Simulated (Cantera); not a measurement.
A closed system holds: 1 mol Si(CH3)4, 0.12 mol C2H2, 61 mol H2, held at 46.0 mbar.

These are equilibrium values from Cantera (NASA tables, ideal gas, pure condensed phases), not measurements of a reactor. Candidate condensed phases: C, C6H6, C7H8, C8H18, Si, SiC; 87 gas species. Kinetics and transport are ignored.

x: gas mole fraction; n: condensed amount in mol.

| T (°C) | x H2 | x H | x CH4 | x C2H2 (acetylene) | x Si | n C(graphite) | n SiC(s) |
|---|---|---|---|---|---|---|---|
| 802 | 0.998 | 6.84e-8 | 0.00207 | 7.51e-9 | <1e-12 | 3.10 | 1.00 |
| 952 | 0.999 | 1.45e-6 | 0.000603 | 1.62e-7 | <1e-12 | 3.20 | 1.00 |
| 1102 | 1.000 | ? | ? | ? | ? | 3.22 | 1.00 |
| 1252 | 1.000 | 0.000110 | 0.000105 | 1.21e-5 | 3.29e-9 | 3.23 | 1.000 |
| 1402 | 0.999 | ? | ? | ? | ? | 3.23 | 1.000 |
| 1552 | 0.998 | 0.00205 | 3.25e-5 | 0.000214 | 2.67e-6 | 3.21 | 1.000 |
| 1702 | 0.993 | 0.00636 | 2.06e-5 | 0.000645 | 3.51e-5 | 3.15 | 0.997 |

Q: Some entries are withheld; supply them.

A: 
- 1102, x H: 1.60e-5
- 1102, x CH4: 0.000229
- 1102, x C2H2 (acetylene): 1.78e-6
- 1102, x Si: 3.82e-11
- 1402, x H: 0.000541
- 1402, x CH4: 5.53e-5
- 1402, x C2H2 (acetylene): 5.80e-5
- 1402, x Si: 1.27e-7
